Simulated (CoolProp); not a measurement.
Vapour-liquid equilibrium of CHF3 (R23) (1) + R143a (2) at -18.75 °C; x and y are mole fractions of (1).

Model: multi-fluid Helmholtz-energy mixture model, Penoncello 2003 and Lemmon and Jacobsen 2000; pair parameters Bell 2016, in CoolProp.

Give the bubble pressure and the first vapour's composition at x = 0.575, 0.8, 0.875. Is there an azeotrope?

x = 0.575: 0.9452 MPa, y = 0.824; x = 0.8: 1.206 MPa, y = 0.926; x = 0.875: 1.295 MPa, y = 0.955. No azeotrope shows between x = 0.05 and 0.95.

Pair parameters are fitted to limited data, so mixtures are less certain than the pure fluids.
